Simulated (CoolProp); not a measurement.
Water along the isotherm 394.35 °C: fugacity coefficient from the reference equation and from simpler models built on Tc = 373.9 °C, pc = 22.06 MPa, ω = 0.344; each cubic takes its own stable root.

Values from CoolProp's reference Helmholtz-energy equation of state, Wagner 2002.

| p (MPa) | phase | reference | Redlich-Kwong | Soave-Redlich-Kwong |
|---|---|---|---|---|
| 0.316 | gas | 0.9958 | 0.9955 | 0.9956 |
| 0.534 | gas | 0.9929 | 0.9925 | 0.9926 |
| 0.901 | gas | 0.9880 | 0.9873 | 0.9876 |
| 1.52 | gas | 0.9797 | 0.9786 | 0.9791 |
| 2.57 | gas | 0.9657 | 0.9640 | ___ |
| 4.33 | gas | 0.9422 | 0.9396 | ___ |
| 7.31 | gas | 0.9023 | 0.8988 | 0.9009 |
| 12.3 | gas | 0.8353 | 0.8316 | 0.8351 |
| 20.8 | gas | 0.7190 | ___ | ___ |
| 35.1 | supercritical | ___ | 0.5255 | 0.5390 |
| 59.3 | supercritical | 0.3487 | ___ | 0.3909 |
| 100 | supercritical | ___ | 0.2984 | 0.3088 |

Q: Fill in the missing entries.

A: 
- 2.57, Soave-Redlich-Kwong: 0.9647
- 4.33, Soave-Redlich-Kwong: 0.9408
- 20.8, Redlich-Kwong: 0.7179
- 20.8, Soave-Redlich-Kwong: 0.7244
- 35.1, reference: 0.5139
- 59.3, Redlich-Kwong: 0.3791
- 100, reference: 0.2522
